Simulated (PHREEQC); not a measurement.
## Acid rinse or clean: an equilibrium model

Consider water at 25 °C with 0.017 mol/kgw H2SO4, 8.7e-05 mol/kgw FeCl3 and 0.0039 mol/kgw KCl. Closed to the air; pH follows from the charge balance.

All values are PHREEQC results (ion-association model, phreeqc.dat), not measurements.

Each row changes one thing in this solution. This is a speciation only: nothing precipitates in the calculation.

```csv
case,pH,ionic strength (mol/kgw),SI of Sylvite (KCl)
as made,1.67,0.0360,-5.86
diluted 100-fold with water,3.48,___,-9.71
H2SO4 left out,3.87,0.00419,-5.75
FeCl3 left out,1.67,___,-5.89
temperature from 25 to 30 °C,1.68,0.0353,-5.88
KCl from 0.0039 to 0.00429 mol/kgw,1.67,0.0365,-5.78
FeCl3 from 8.7e-05 to 7.83e-05 mol/kgw,1.67,0.0360,-5.86
```

### Question
What belongs in the gaps?

### Answer

- diluted 100-fold with water, ionic strength (mol/kgw): 0.000542
- FeCl3 left out, ionic strength (mol/kgw): 0.0359

Complexes and solids missing from the database can't appear. Some of these states are supersaturated (in Hematite (slow to form), Goethite (slow to form), Fe(OH)3(a), for instance).
